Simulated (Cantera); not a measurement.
An isothermal, constant-pressure homogeneous reactor starts with CH4 : N2 = 1 : 40 (molar parts), at 1673 K and 101000 Pa.

Model: GRI-Mech 3.0 (53 species, 325 reactions), integrated in Cantera. GRI-Mech 3.0 stops at C3 and has no aromatics, soot or wall deposition, so with more carbon than oxygen in the feed, carbon stays in small species such as C2H2 where larger ones or solid carbon would form.

x: mole fraction; the columns are a selection and need not sum to one.

| t (s) | x CH4 | x CH2 | x H2 | x C2H | x HCN |
|---|---|---|---|---|---|
| 2.00e-6 | 0.0244 | <1e-12 | 1.45e-7 | <1e-12 | <1e-12 |
| 7.10e-6 | 0.0244 | 1.59e-11 | 8.64e-7 | <1e-12 | <1e-12 |
| 2.52e-5 | 0.0244 | 1.69e-10 | 3.57e-6 | <1e-12 | <1e-12 |
| 8.93e-5 | 0.0244 | 1.62e-9 | 1.33e-5 | <1e-12 | <1e-12 |
| 0.000317 | 0.0243 | 1.47e-8 | 5.42e-5 | <1e-12 | 9.91e-12 |
| 0.00112 | 0.0239 | 8.72e-8 | 0.000375 | 8.19e-11 | 3.10e-10 |
| 0.00399 | 0.0208 | 2.04e-7 | 0.00379 | (withheld) | 1.39e-8 |
| 0.0141 | 0.0142 | 1.07e-7 | 0.0141 | (withheld) | 1.11e-7 |
| 0.0502 | 0.00743 | 5.10e-8 | 0.0246 | (withheld) | 3.64e-7 |
| 0.178 | 0.00276 | 1.95e-8 | 0.0316 | (withheld) | 8.12e-7 |
| 0.631 | 0.000833 | 6.09e-9 | 0.0344 | 3.38e-8 | 1.33e-6 |
| 2.24 | 0.000253 | 1.87e-9 | 0.0353 | 3.47e-8 | 1.85e-6 |
| 7.95 | 0.000124 | 9.24e-10 | 0.0355 | 3.50e-8 | 2.52e-6 |
| 28.2 | 0.000117 | 8.75e-10 | 0.0355 | 3.50e-8 | 4.46e-6 |
| 100 | 0.000117 | 8.74e-10 | 0.0355 | 3.50e-8 | 1.26e-5 |

Task: Complete the blanks.

Result: 
- 0.00399, x C2H: 3.22e-9
- 0.0141, x C2H: 1.49e-8
- 0.0502, x C2H: 2.43e-8
- 0.178, x C2H: 3.08e-8
